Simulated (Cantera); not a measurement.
An adiabatic, constant-volume homogeneous reactor starts with CH3OH : O2 : N2 = 1 : 4.41 : 16.6 (molar parts), equivalence ratio 0.34, at 1800 K and 1.00 bar.

Detailed kinetics in Cantera: GRI-Mech 3.0 (53 species, 325 reactions). GRI-Mech 3.0 was tuned for natural gas; its chemistry of methanol as a main component is partial and can be far from experiment.

x: mole fraction; the columns are a selection and need not sum to one.

| t (s) | T (K) | P (bar) | x CH3OH | x O2 | x NO | x C2H4 | x OH | x HCO | x HO2 |
|---|---|---|---|---|---|---|---|---|---|
| 1.00e-6 | 1800 | 1.00 | 0.0452 | 0.200 | 2.87e-12 | 7.79e-9 | 1.37e-5 | 3.12e-8 | 7.41e-5 |
| 3.72e-6 | 1800 | 1.00 | 0.0445 | 0.200 | 2.27e-11 | 1.51e-7 | 2.08e-5 | 3.09e-7 | 0.000394 |
| 1.38e-5 | 1817 | 1.01 | ___ | 0.195 | 2.33e-10 | ___ | ___ | ___ | ___ |
| 5.14e-5 | 2274 | 1.33 | <1e-12 | 0.125 | 1.56e-5 | <1e-12 | 0.0168 | 1.53e-8 | 9.93e-6 |
| 0.000191 | 2547 | 1.47 | <1e-12 | 0.124 | 0.000430 | <1e-12 | 0.0148 | 1.93e-9 | 9.97e-6 |
| 0.000711 | 2590 | 1.49 | <1e-12 | 0.124 | 0.00215 | <1e-12 | 0.0134 | 1.23e-9 | 1.18e-5 |
| 0.00265 | 2581 | 1.48 | <1e-12 | 0.122 | 0.00736 | <1e-12 | 0.0130 | 1.15e-9 | 1.14e-5 |
| 0.00984 | 2567 | 1.47 | <1e-12 | 0.118 | ___ | <1e-12 | 0.0124 | 1.03e-9 | 1.08e-5 |
| 0.0366 | 2563 | 1.47 | <1e-12 | 0.116 | 0.0183 | <1e-12 | 0.0123 | 9.93e-10 | 1.06e-5 |
| 0.136 | 2563 | 1.47 | <1e-12 | 0.116 | 0.0183 | <1e-12 | 0.0123 | 9.93e-10 | 1.06e-5 |
| 0.506 | 2563 | 1.47 | <1e-12 | 0.116 | 0.0183 | <1e-12 | 0.0123 | 9.93e-10 | 1.06e-5 |
| 1.88 | 2563 | 1.47 | <1e-12 | 0.116 | 0.0183 | <1e-12 | 0.0123 | 9.93e-10 | 1.06e-5 |
| 7.00 | 2563 | 1.47 | <1e-12 | 0.116 | 0.0183 | <1e-12 | 0.0123 | 9.93e-10 | 1.06e-5 |

**Question.** Some entries are withheld; supply them.

**Answer.** 
- 1.38e-5, x CH3OH: 0.0381
- 1.38e-5, x C2H4: 1.33e-6
- 1.38e-5, x OH: 0.000103
- 1.38e-5, x HCO: 9.63e-6
- 1.38e-5, x HO2: 0.00157
- 0.00984, x NO: 0.0158
